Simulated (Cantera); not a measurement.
A closed system holds: 1 mol SiHCl3, 0.13 mol HCl, 41 mol N2, equilibrated at 1.20 mbar.

These are equilibrium values from Cantera (NASA tables, ideal gas, pure condensed phases), not measurements of a reactor. Candidate condensed phases: NH4Cl, Si, Si3N4; 28 gas species. N2 is the only nitrogen source here; it is nearly inert below about 1500 K, so the nitride shown seldom forms there in practice. The tables' values for SiCl3, SiCl are old estimates; treat these amounts as uncertain. Kinetics and transport are ignored.

log p: log10 of the partial pressure in bar; n: condensed amount in mol.

```tsv
T (K)	log p N2	log p HCl	log p SiCl2	log p SiCl4	n Si3N4(s)
898	-2.94	-4.54	-9.81	-4.83	0.158
1048	-2.94	-4.53	-7.46	-4.84	0.159
1198	-2.94	-4.52	…	…	…
1348	-2.94	-4.55	…	…	…
1498	-2.94	-4.54	-4.59	-6.48	0
1648	-2.94	-4.54	-4.57	-7.36	0
1798	-2.94	-4.58	-4.56	-8.43	0
```

Q: Fill in the missing entries.

A: 
- 1198, log p SiCl2: -5.75
- 1198, log p SiCl4: -4.90
- 1198, n Si3N4(s): 0.146
- 1348, log p SiCl2: -4.72
- 1348, log p SiCl4: -5.56
- 1348, n Si3N4(s): 0.0343
